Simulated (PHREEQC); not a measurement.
Make-up at 68 °C: 46 mmol/kgw HF, 0.27 mmol/kgw NaF and 0.058 mmol/kgw H2SO4. Closed to the air; pH follows from the charge balance.

Computed with PHREEQC (ion-association model, phreeqc.dat).

Each row changes one thing in this solution. This is a speciation only: nothing precipitates in the calculation.

```json
[
 {"case": "as made", "pH": "2.43", "ionic strength (mol/kgw)": "0.00427", "HF (mol/kgw)": "0.0415", "F- (mol/kgw)": "0.00351", "HF2- (mol/kgw)": "0.000639"},
 {"case": "HF left out", "pH": "4.19", "ionic strength (mol/kgw)": "___", "HF (mol/kgw)": "4.85e-5", "F- (mol/kgw)": "0.000221", "HF2- (mol/kgw)": "4.71e-8"},
 {"case": "NaF left out", "pH": "2.42", "ionic strength (mol/kgw)": "0.00412", "HF (mol/kgw)": "0.0414", "F- (mol/kgw)": "0.00339", "HF2- (mol/kgw)": "0.000615"},
 {"case": "NaF from 0.00027 to 0.00135 mol/kgw", "pH": "2.49", "ionic strength (mol/kgw)": "___", "HF (mol/kgw)": "0.0418", "F- (mol/kgw)": "___", "HF2- (mol/kgw)": "0.000740"},
 {"case": "H2SO4 left out", "pH": "2.44", "ionic strength (mol/kgw)": "0.00419", "HF (mol/kgw)": "0.0414", "F- (mol/kgw)": "___", "HF2- (mol/kgw)": "___"}
]
```

Q: Fill in the missing entries.

A: 
- HF left out, ionic strength (mol/kgw): 0.000393
- NaF from 0.00027 to 0.00135 mol/kgw, ionic strength (mol/kgw): 0.00490
- NaF from 0.00027 to 0.00135 mol/kgw, F- (mol/kgw): 0.00403
- H2SO4 left out, F- (mol/kgw): 0.00354
- H2SO4 left out, HF2- (mol/kgw): 0.000644

Species that the database lacks are ignored. Away from 25 °C the constants follow the database's enthalpies or fits; those with neither stay at their 25 °C values.
